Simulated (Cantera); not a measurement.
An isothermal, constant-pressure homogeneous reactor starts with 0.433 % H₂, 21.6 % O₂, 77.9 % N₂, equivalence ratio 0.010, at 1200 K and 170 Pa.

Cantera simulation using GRI-Mech 3.0 (53 species, 325 reactions); the numbers are that mechanism's predictions, not measurements. Radical loss at walls, strong at low pressure, is not modelled.

Predict: x(H₂) at 4.00 s; x(O₂) at 4.00 s; x(NO) at 4.00 s; x(O) at 4.00 s; x(N₂O) at 4.00 s; x(H₂O) at 4.00 s; x(HO₂) at 4.00 s.


* **x(H₂) at 4.00 s**: 2.97e-5 (gas-phase equilibrium 2.90e-9)
* **x(O₂) at 4.00 s**: 0.213 (gas-phase equilibrium 0.215)
* **x(NO) at 4.00 s**: 1.46e-8 (gas-phase equilibrium 0.000198)
* **x(O) at 4.00 s**: 0.00309 (gas-phase equilibrium 2.83e-7)
* **x(N₂O) at 4.00 s**: 2.07e-9 (gas-phase equilibrium 5.69e-10)
* **x(H₂O) at 4.00 s**: 0.00400 (gas-phase equilibrium 0.00434)
* **x(HO₂) at 4.00 s**: 4.32e-8 (gas-phase equilibrium 5.76e-10)
